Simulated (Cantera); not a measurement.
A Cantera script and what it prints.

```python
import numpy as np
import cantera as ct

gas_names = """
    F FO FO2 F2 F2O Mg MgF MgF2 MgN MgO Mg2 Mg2F4 N NF NF2 NF3 NO NO2 NO3 N2 N2O O O2 O3
""".split()
cond_names = """
    Mg(cr) Mg(L) MgF2(s) MgF2(L) MgO(s) MgO(L)
""".split()


# ... load() reads the species with a 1 bar reference pressure and builds the phases ...
atoms = {
    'MgO': {'Mg': 1, 'O': 1},
    'NF3': {'N': 1, 'F': 3},
}
top_T = {}  # K; cautious upper limits of use, not melting points


# ... equilibrate(T, P, feed) seeds the gas with the atoms and calls Mixture.equilibrate('TP', solver="vcs", rtol=1e-11, max_steps=5000) ...
results = []
feed = {'MgO': 1, 'NF3': 1.1}  # mol
T = 1923  # K
P = 130  # Pa
mix = equilibrate(T, P, feed)
results.append((T, P, feed, dict(zip(mix.species_names, mix.species_moles))))
print(gas.report(threshold=0.0001))
for i in range(1, mix.n_phases):
    print(f"{mix.phase(i).name:16s} {mix.phase_moles(i):12.5e} mol")
```

Result:

```
       temperature   1923 K
          pressure   130 Pa
           density   0.00028683 kg/m^3
  mean mol. weight   35.278 kg/kmol
   phase of matter   gas

                          1 kg             1 kmol
                     ---------------   ---------------
          enthalpy       -3.5965e+06       -1.2687e+08  J
   internal energy       -4.0497e+06       -1.4286e+08  J
           entropy            9398.9        3.3157e+05  J/K
    Gibbs function       -2.1671e+07       -7.6449e+08  J
 heat capacity c_p            1043.9             36828  J/K
 heat capacity c_v            808.25             28513  J/K

                      mass frac. Y      mole frac. X     chem. pot. / RT
                     ---------------   ---------------   ---------------
                 F           0.20858           0.38732           -24.407
              MgF2           0.52614           0.29792           -90.758
                NO         0.0019795         0.0023273           -36.233
                N2            0.1292            0.1627            -35.27
                 O         0.0017387         0.0038337           -18.598
                O2           0.13232           0.14589           -37.195
     [  +18 minor]        3.1671e-05        1.2366e-05

Mg(L)             0.00000e+00 mol
MgF2(L)           0.00000e+00 mol
MgO(s)            0.00000e+00 mol
```

Method: chemical equilibrium by Gibbs-energy minimisation in Cantera with the NASA 1993 tables (ideal gas, pure condensed phases).
